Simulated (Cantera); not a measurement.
## Dilute partial oxidation

An isothermal, constant-pressure homogeneous reactor starts with 0.634 % CH3OH, 0.347 % O2, 99.0 % N2, equivalence ratio 2.7, at 1450 K and 3750 Torr.

Detailed kinetics in Cantera: GRI-Mech 3.0 (53 species, 325 reactions). GRI-Mech 3.0 was tuned for natural gas; its chemistry of methanol as a main component is partial and can be far from experiment.

```tsv
t (s)	x CH3OH	x O2	x CO2	x CH2	x HCO
2.00e-6	0.00634	0.00347	5.69e-8	8.38e-8	1.63e-11
6.02e-6	0.00633	0.00346	2.36e-7	9.15e-8	1.36e-10
1.81e-5	0.00631	0.00346	7.82e-7	9.10e-8	7.95e-10
5.45e-5	0.00619	0.00343	2.40e-6	8.89e-8	9.65e-9
0.000164	0.00470	0.00314	8.02e-6	7.69e-8	6.97e-7
0.000494	9.33e-10	2.63e-5	0.000614	2.22e-9	6.67e-8
0.00149	1.04e-10	7.16e-8	0.00112	2.25e-10	1.16e-8
0.00447	5.33e-11	4.82e-9	0.00127	4.06e-11	3.23e-9
0.0135	2.65e-11	4.36e-10	0.00136	6.64e-12	9.89e-10
0.0405	1.08e-11	4.36e-11	0.00141	<1e-12	3.14e-10
0.122	3.90e-12	4.71e-12	0.00144	<1e-12	1.04e-10
0.367	1.40e-12	<1e-12	0.00146	<1e-12	3.73e-11
1.10	<1e-12	<1e-12	0.00148	<1e-12	1.92e-11
3.32	<1e-12	<1e-12	0.00149	<1e-12	1.72e-11
10.0	<1e-12	<1e-12	0.00150	<1e-12	1.71e-11
```
x: mole fraction; the columns are a selection and need not sum to one.

Equilibrium at this temperature and pressure: CH3OH <1e-12, O2 <1e-12, CO2 0.00150, CH2 <1e-12, HCO 1.71e-11 (gas phase only).
